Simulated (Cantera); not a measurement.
Charge: 1 mol Zr, 0.5 mol N2O, at 2127 °C and 0.285 Torr.

Method: chemical equilibrium by Gibbs-energy minimisation in Cantera with the NASA 1993 tables (ideal gas, pure condensed phases). Candidate condensed phases: Zr, ZrN, ZrO2; 13 gas species. Mutual solubility and eutectic melting of coexisting phases are not modelled. ZrN: taken at fixed stoichiometry. Condensed phases not in the tables: solid solutions among these carbides, nitrides and lower oxides. Kinetics and transport are ignored.

Base state: N2 0.989, ZrO 0.0111, ZrO2 0.000199, Zr 8.52e-5 (mole fractions); condensed: ZrN(s) + ZrO2(tetragonal).

Problem. What changes in the equilibrium state with this change: pressure from 0.285 Torr to 30.0 Torr?

Solution. 
```json
[
 {"species": "N2", "before": "0.989", "after": "1.000"},
 {"species": "ZrO", "before": "0.0111", "after": "3.28e-5"},
 {"species": "ZrO2", "before": "0.000199", "after": "1.89e-6"},
 {"species": "Zr", "before": "8.52e-5", "after": "7.84e-8"},
 {"species": "ZrN(s), mol", "before": "0.749", "after": "0.750"},
 {"species": "ZrO2(tetragonal), mol", "before": "0.249", "after": "0.250"}
]
```

Problem. What changes in the equilibrium state with this change: 0.0033 mol H2 added?

Solution. 
```
species                  before     after
---------------------  --------  --------
N2                        0.989     0.942
H                             0    0.0438
ZrO                      0.0111    0.0112
H2                            0   0.00288
Zr                      8.52e-5   8.73e-5
ZrO2                   0.000199  0.000199
ZrN(s), mol               0.749     0.749
ZrO2(tetragonal), mol     0.249     0.249
```
Further candidate phases: H2O.
